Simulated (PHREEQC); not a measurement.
Synthetic water in mg/L, 25 °C, pH 6.24, pe 12.1:

```tsv
constituent	mg/L
Na	3.3
K	0.546
Ca	12.1
Mg	0.44
Cl	5.18
S(6) as SO4	15.2
Alkalinity as HCO3	18.7
O(0) (dissolved oxygen)	0.0395
Si as SiO2	1.28
```

Na is adjusted to close the charge balance.
Valence states are taken as typed.

The numbers come from PHREEQC with the ion-association model, wateq4f.dat.

Each row changes one thing in this solution. This is a speciation only: nothing precipitates in the calculation.

```csv
case,CO2 (mol/kgw),HCO3- (mol/kgw),SO4-2 (mol/kgw),CaSO4 (mol/kgw),CaHCO3+ (mol/kgw),MgSO4 (mol/kgw),SI of Quartz (SiO2)
as made,0.000381,0.000306,0.000151,6.51e-6,9.84e-7,4.58e-7,-0.69
Alkalinity from 18.7 to 37.4 mg/L,0.000757,0.000611,0.000151,[?],1.93e-6,4.41e-7,-0.69
pH from 6.24 to 5.5 at the same alkalinity,0.00211,0.000309,0.000151,6.51e-6,9.93e-7,4.57e-7,-0.69
temperature from 25 to 75 °C at the same typed pH,0.000353,0.000305,0.000148,9.11e-6,1.37e-6,1.25e-6,-1.32
all concentrations times 3 at the same typed pH,[?],0.000911,[?],4.38e-5,7.70e-6,3.07e-6,-0.21
```

What belongs in the gaps?


- Alkalinity from 18.7 to 37.4 mg/L, CaSO4 (mol/kgw): 6.28e-6
- all concentrations times 3 at the same typed pH, CO2 (mol/kgw): 0.00111
- all concentrations times 3 at the same typed pH, SO4-2 (mol/kgw): 0.000427

Complexes and solids missing from the database can't appear. At this temperature some constants are extrapolated from 25 °C, and those without enthalpy data are left unchanged.
